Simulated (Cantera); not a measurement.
**C + H2O + H2 (carbon deposition, reforming and gasification)**

A closed system holds: 1 mol C, 1.1 mol H2O, 18 mol H2, at 0.100 bar.

These are equilibrium values from Cantera (NASA tables, ideal gas, pure condensed phases), not measurements of a reactor. Candidate condensed phases: C, C6H6, C7H8, C8H18, H2O; 110 gas species. Rates play no part.

```csv
T (°C),x H2,x H,x H2O,x CH4,x CO,x CO2,x OH,x O
325,0.884,<1e-12,0.0608,0.0552,2.18e-7,4.36e-7,<1e-12,<1e-12
525,0.899,7.99e-12,0.0474,0.0439,0.00837,0.00189,<1e-12,<1e-12
725,0.943,6.61e-9,0.00682,0.00231,0.0472,0.000494,<1e-12,<1e-12
925,0.945,5.85e-7,0.00483,3.69e-5,0.0495,0.000185,2.36e-11,<1e-12
1125,0.945,1.45e-5,0.00486,1.43e-6,0.0496,0.000118,1.47e-9,<1e-12
1325,0.945,0.000164,0.00489,1.25e-7,0.0497,8.57e-5,3.30e-8,4.75e-12
1525,0.944,0.00108,0.00490,1.90e-8,0.0497,6.77e-5,3.69e-7,3.28e-10
1725,0.941,0.00492,0.00490,4.24e-9,0.0496,5.65e-5,2.55e-6,9.76e-9
1925,0.929,0.0170,0.00487,1.23e-9,0.0493,4.90e-5,1.24e-5,1.58e-7
2125,0.899,0.0473,0.00477,4.18e-10,0.0485,4.36e-5,4.59e-5,1.62e-6
2325,0.838,0.110,0.00451,1.52e-10,0.0470,3.91e-5,0.000137,1.17e-5
2525,0.732,0.220,0.00399,5.39e-11,0.0442,3.47e-5,0.000337,6.36e-5
2725,0.578,0.377,0.00307,1.75e-11,0.0403,2.89e-5,0.000665,0.000266
```
x: gas mole fraction; nothing condenses.

From 325 °C to 2725 °C nothing is condensed. The main C-bearing gas is CH4 at 325 °C and CO at 2725 °C.
